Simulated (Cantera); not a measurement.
Charge: 1 mol CO2, 0.082 mol H2O, 8.9 mol N2, equilibrated at 2450 K.

Equilibrium computed with Cantera from the NASA thermochemical tables; the gas is ideal and each condensed phase is pure. Candidate condensed phases: C, C6H6, C7H8, C8H18, H2O; 136 gas species. Kinetics and transport are ignored.

Task: At 300 Torr, list the 5 most abundant gas species with their mole fractions, and the condensed phases.

Result: N2 0.874, CO2 0.0692, CO 0.0293, O2 0.0111, H2O 0.00636. Condensed: gas only.
